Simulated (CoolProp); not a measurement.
Computed with CoolProp (reference Helmholtz-energy equation of state, Lemmon 2006). It is a short technical equation, of lower accuracy than the large ones.

Question: For C2F6 (R116), give the phase and the viscosity (µPa s), Prandtl number at 336.9 K and 1.62 MPa; 402.9 K and 0.0549 MPa; 318.7 K and 14.3 MPa.

Answer: 
- 336.9 K and 1.62 MPa: gas; viscosity 16.8, Prandtl number 0.811
- 402.9 K and 0.0549 MPa: gas; viscosity 18.7, Prandtl number 0.743
- 318.7 K and 14.3 MPa: supercritical; viscosity 112, Prandtl number 2.67

Viscosity comes from a separate model (Huber 2003), an estimate that may be off by 10 % or more. Thermal conductivity comes from a separate model (Huber 2003), an estimate that may be off by 10 % or more.
